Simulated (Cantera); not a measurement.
A Cantera script and what it prints.

```python
import numpy as np
import cantera as ct

gas_names = [...]  # 110 gases of nasa_gas.yaml made of C, H, N
cond_names = """
    C(gr) C6H6(L) C7H8(L) C8H18(L),n-octa
""".split()


# ... load() reads the species with a 1 bar reference pressure and builds the phases ...
atoms = {
    'C3H6': {'C': 3, 'H': 6},
    'NH3': {'N': 1, 'H': 3},
    'N2': {'N': 2},
}
top_T = {'C(gr)': 4500}  # K; cautious upper limits of use, not melting points


# ... equilibrate(T, P, feed) seeds the gas with the atoms and calls Mixture.equilibrate('TP', solver="vcs", rtol=1e-11, max_steps=5000) ...
results = []
feed = {'C3H6': 1, 'NH3': 0.15, 'N2': 19}  # mol
P = 1333.22  # Pa
for T in [3000, 3500, 4000, 4500, 5000]:
    mix = equilibrate(T, P, feed)
    results.append((T, P, feed, dict(zip(mix.species_names, mix.species_moles))))
    x = sorted(zip(gas.X, gas.species_names), reverse=True)
    print(f"T = {T:g} K  P = {P:g} Pa  gas = {mix.phase_moles(0):.4g} mol")
    print("   x: " + "  ".join(f"{s} {v:.3e}" for v, s in x if v > 0.0001))
    print("   condensed (mol): " + ("  ".join(f"{mix.phase(i).name} {mix.phase_moles(i):.4g}"
          for i in range(1, mix.n_phases) if mix.phase_moles(i) > 1e-12) or "none"))
```

Output:

```
T = 3000 K  P = 1333.22 Pa  gas = 25.6 mol
   x: N2 7.209e-01  H 1.861e-01  CN 2.199e-02  HCN 2.119e-02  H2 1.851e-02  C3 1.808e-02  HNC 3.999e-03  C 3.488e-03  C2 2.001e-03  C2H 1.675e-03  C2H2,acetylene 9.694e-04  C2N2 5.723e-04  C5 2.785e-04  N 1.024e-04
   condensed (mol): none
T = 3500 K  P = 1333.22 Pa  gas = 27.25 mol
   x: N2 6.774e-01  H 2.294e-01  CN 4.037e-02  C 3.315e-02  C3 7.220e-03  C2 5.436e-03  HCN 2.289e-03  H2 2.011e-03  N 1.579e-03  HNC 6.050e-04  C2H 3.432e-04
   condensed (mol): none
T = 4000 K  P = 1333.22 Pa  gas = 28.23 mol
   x: N2 6.559e-01  H 2.277e-01  C 7.445e-02  CN 2.679e-02  N 1.245e-02  C2 1.974e-03  H2 2.720e-04  C3 2.564e-04  HCN 1.531e-04
   condensed (mol): none
T = 4500 K  P = 1333.22 Pa  gas = 29.23 mol
   x: N2 6.159e-01  H 2.206e-01  C 8.952e-02  N 6.118e-02  CN 1.232e-02  C2 3.677e-04
   condensed (mol): none
T = 5000 K  P = 1333.22 Pa  gas = 31.65 mol
   x: N2 4.986e-01  H 2.037e-01  N 2.028e-01  C 8.920e-02  CN 5.284e-03  Electron 1.515e-04  C+ 1.495e-04
   condensed (mol): none
```

These are equilibrium values from Cantera (NASA tables, ideal gas, pure condensed phases), not measurements of a reactor.
